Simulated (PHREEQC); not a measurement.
Solution (20 °C): 0.28 mol HNO3, 0.0014 mol Al(NO3)3, 0.043 mol CuSO4 and 0.083 mol NaCl per kg of water. It is in equilibrium with CO2 at log p = 0 (atm). Otherwise closed; pH follows from the charge balance.

Equilibrium calculation in PHREEQC: ion-association model, phreeqc.dat.

No solid was allowed to form.

**Question.** What pH does the model give?

**Answer.** pH 0.72.

**Question.** In which forms is S present?

**Answer.** HSO4- 76 %, SO4-2 16 %, CuSO4 5.9 %, NaSO4- 1.4 %, AlSO4+ 1.2 % of the S.
